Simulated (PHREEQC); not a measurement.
A solution holds 0.0083 mol NaH2PO4 per kg of water, at 20 °C. Closed to the air; pH follows from the charge balance.

Computed with PHREEQC (ion-association model, phreeqc.dat).

| Quantity | Value |
|---|---|
| pH | 4.75 |
| ionic strength | 0.00836 mol/kgw |
| specific conductance | 571 µS/cm |

| species | molality | activity | log γ |
|---|---|---|---|
| Na+ | 0.00830 | 0.00756 | -0.041 |
| H2PO4- | 0.00824 | 0.00752 | -0.040 |
| HPO4-2 | 3.72e-5 | 2.57e-5 | -0.161 |
| H+ | 1.92e-5 | 1.77e-5 | -0.036 |
| H3PO4 | 1.84e-5 | 1.84e-5 | 0.001 |
| NaHPO4- | 4.15e-7 | 3.79e-7 | -0.040 |

This is a speciation only: nothing precipitates in the calculation. Complexes and solids missing from the database can't appear.
